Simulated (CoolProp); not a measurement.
Octamethyltrisiloxane (MDM) along the isobar 4.99 MPa: fugacity coefficient from the reference equation and from simpler models built on Tc = 292.2 °C, pc = 1.438 MPa, ω = 0.528; each cubic takes its own stable root.

Values from CoolProp's reference Helmholtz-energy equation of state, Thol 2017.

```csv
T (°C),phase,reference,Redlich-Kwong,Soave-Redlich-Kwong
37.95,liquid,0.0003925,0.004264,0.0004378
69.95,liquid,0.001979,0.01193,0.002110
101.95,liquid,0.006972,0.02661,0.007285
133.85,liquid,0.01878,0.05019,0.01952
165.85,liquid,0.04155,0.08377,0.04331
197.85,liquid,0.07871,0.1271,0.08261
229.85,liquid,0.1320,0.1790,0.1396
261.85,liquid,0.2009,0.2374,0.2138
293.85,supercritical,0.2822,0.3001,0.3016
```
